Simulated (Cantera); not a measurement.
## Adiabatic ignition

An adiabatic, constant-pressure homogeneous reactor starts with CH4 : O2 : N2 = 2.3 : 4.65 : 17.5 (molar parts), equivalence ratio 0.99, at 1325 K and 8.00 bar.

Cantera simulation using GRI-Mech 3.0 (53 species, 325 reactions); the numbers are that mechanism's predictions, not measurements.

| t (s) | T (K) | x CH4 | x O2 | x H | x C2H | x HCO | x NO | x CH3 |
|---|---|---|---|---|---|---|---|---|
| 6.00e-6 | 1325 | 0.0941 | 0.190 | 2.70e-10 | <1e-12 | <1e-12 | <1e-12 | 3.95e-7 |
| 1.60e-5 | 1325 | 0.0941 | 0.190 | 6.20e-10 | <1e-12 | <1e-12 | <1e-12 | 1.27e-6 |
| 4.29e-5 | 1325 | 0.0941 | 0.190 | 2.39e-9 | <1e-12 | 5.12e-12 | <1e-12 | 5.06e-6 |
| 0.000115 | 1325 | 0.0940 | 0.190 | 9.56e-9 | <1e-12 | 9.05e-11 | <1e-12 | 1.79e-5 |
| 0.000307 | 1326 | 0.0938 | 0.190 | 2.22e-8 | <1e-12 | 7.33e-10 | <1e-12 | 2.75e-5 |
| 0.000819 | 1335 | 0.0920 | 0.189 | 1.22e-7 | <1e-12 | 8.19e-9 | <1e-12 | 5.35e-5 |
| 0.00219 | 2793 | <1e-12 | 0.0139 | 0.00293 | <1e-12 | 6.35e-8 | 0.00792 | <1e-12 |
| 0.00586 | 2792 | <1e-12 | 0.0136 | 0.00291 | <1e-12 | 6.36e-8 | 0.00870 | <1e-12 |
| 0.0157 | 2792 | <1e-12 | 0.0136 | 0.00291 | <1e-12 | 6.36e-8 | 0.00870 | <1e-12 |
| 0.0419 | 2792 | <1e-12 | 0.0136 | 0.00291 | <1e-12 | 6.36e-8 | 0.00870 | <1e-12 |
| 0.112 | 2792 | <1e-12 | 0.0136 | 0.00291 | <1e-12 | 6.36e-8 | 0.00870 | <1e-12 |
| 0.299 | 2792 | <1e-12 | 0.0136 | 0.00291 | <1e-12 | 6.36e-8 | 0.00870 | <1e-12 |
| 0.800 | 2792 | <1e-12 | 0.0136 | 0.00291 | <1e-12 | 6.36e-8 | 0.00870 | <1e-12 |
x: mole fraction; the columns are a selection and need not sum to one.

```json
{
 "time_of_steepest_temperature_rise": "1.39 ms",
 "temperature at 0.800 s": "2792 K",
 "equilibrium_temperature": "2792 K",
 "x(CH4) at 0.800 s": "<1e-12 (gas-phase equilibrium <1e-12)",
 "x(O2) at 0.800 s": "0.0136 (gas-phase equilibrium 0.0136)",
 "x(H) at 0.800 s": "0.00291 (gas-phase equilibrium 0.00291)"
}
```
